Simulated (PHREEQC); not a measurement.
Solution (25 °C and 300 atm): 0.023 mol/kgw H2SO4 and 0.0003 mol/kgw ZnSO4. Closed to the air; pH follows from the charge balance.

Equilibrium calculation in PHREEQC: ion-association model, phreeqc.dat.

Precipitation was switched off in this run.

**Question.** What pH, specific conductance does the model give?

**Answer.** pH 1.54; specific conductance 12200 µS/cm.

**Question.** In which forms is S present?

**Answer.** HSO4- 54 %, SO4-2 46 % of the S.

Under pressure, the constants of complexes without a molar volume in the database are unreliable.
